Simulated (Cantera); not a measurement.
# Equilibrium for silicon nitride deposition: SiH2Cl2 + N2

Charge: 1 mol SiH2Cl2, a varied amount of N2, equilibrated at 1748 K and 1.33 mbar.

Method: chemical equilibrium by Gibbs-energy minimisation in Cantera with the NASA 1993 tables (ideal gas, pure condensed phases). Candidate condensed phases: NH4Cl, Si, Si3N4; 28 gas species. The tables' values for SiCl3, SiCl, SiN are old estimates; treat these amounts as uncertain. The numbers say what is thermodynamically allowed, not how fast it happens.

| n(N2) (mol) | log p N2 | log p H2 | log p SiCl2 | log p HCl | log p H | log p SiCl3 | log p Cl | n Si(l) |
|---|---|---|---|---|---|---|---|---|
| 1.4 | -3.26 | -3.51 | -3.52 | -3.78 | -5.40 | -5.73 | -5.77 | 0.212 |
| 2 | -3.18 | -3.59 | -3.59 | -3.85 | -5.43 | -5.84 | -5.81 | 0.211 |
| 2.7 | -3.12 | -3.66 | -3.66 | -3.92 | -5.47 | -5.94 | -5.84 | 0.210 |
| 3.8 | -3.06 | -3.75 | -3.75 | -4.01 | -5.51 | -6.08 | -5.89 | 0.208 |
| 5.2 | -3.02 | -3.84 | -3.84 | -4.10 | -5.56 | -6.22 | -5.94 | 0.206 |
| 7.2 | -2.98 | -3.95 | -3.95 | -4.21 | -5.62 | -6.38 | -5.99 | 0.203 |
| 10 | -2.96 | -4.06 | -4.07 | -4.33 | -5.67 | -6.55 | -6.05 | 0.200 |
| 14 | -2.93 | -4.19 | -4.19 | -4.45 | -5.74 | -6.74 | -6.11 | 0.194 |
| 19 | -2.92 | -4.31 | -4.31 | -4.57 | -5.80 | -6.92 | -6.17 | 0.188 |
| 27 | -2.91 | -4.45 | -4.45 | -4.71 | -5.87 | -7.13 | -6.24 | 0.178 |
| 37 | -2.90 | -4.58 | -4.58 | -4.84 | -5.93 | -7.32 | -6.30 | 0.165 |
| 51 | -2.89 | -4.71 | -4.71 | -4.98 | -6.00 | -7.53 | -6.37 | 0.148 |
| 71 | -2.89 | -4.85 | -4.85 | -5.12 | -6.07 | -7.74 | -6.44 | 0.123 |
log p: log10 of the partial pressure in bar; n: condensed amount in mol.

From 1.4 mol N2 to 71 mol N2 the condensed part is Si(l). The main Si-bearing gas is SiCl2 throughout. The share of Si in condensed phases is highest at 1.4 mol N2 (21.2 %) and lowest at 71 mol N2 (12.3 %).
